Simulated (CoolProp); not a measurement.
Vapour-liquid equilibrium of C3F8 (R218) (1) + R134a (2) at 279.5 K; x and y are mole fractions of (1).

Values from CoolProp's multi-fluid Helmholtz-energy mixture model, Lemmon 2006 and Tillner-Roth 1994; pair parameters Bell 2016.

| x | bubble pressure (MPa) | y at the bubble point | dew pressure at overall composition x (MPa) | liquid density (mol/L) |
|---|---|---|---|---|
| 0.05 | 0.4210 | 0.157 | 0.3825 | [?] |
| 0.125 | 0.4809 | 0.298 | 0.4089 | 11.50 |
| 0.2 | 0.5218 | 0.385 | 0.4382 | 10.97 |
| 0.275 | 0.5498 | 0.445 | 0.4705 | 10.48 |
| 0.35 | 0.5692 | 0.492 | 0.5053 | 10.04 |
| 0.425 | [?] | 0.531 | 0.5407 | 9.627 |
| 0.5 | [?] | 0.567 | [?] | 9.255 |
| 0.575 | 0.5966 | 0.603 | 0.5930 | [?] |
| 0.65 | 0.5977 | 0.642 | 0.5974 | 8.615 |
| 0.725 | 0.5941 | 0.687 | 0.5879 | 8.342 |
| 0.8 | 0.5845 | 0.741 | 0.5697 | 8.099 |
| 0.875 | 0.5664 | [?] | 0.5473 | 7.883 |
| 0.95 | 0.5362 | 0.910 | 0.5231 | 7.690 |

Q: Fill in the missing entries.

A: 
- 0.05, liquid density (mol/L): 12.07
- 0.425, bubble pressure (MPa): 0.5826
- 0.5, bubble pressure (MPa): 0.5915
- 0.5, dew pressure at overall composition x (MPa): 0.5724
- 0.575, liquid density (mol/L): 8.918
- 0.875, y at the bubble point: 0.812

y crosses x between x = 0.575 and 0.65: the model has an azeotrope there.

The pair parameters rest on a limited set of measurements; away from them the model extrapolates.
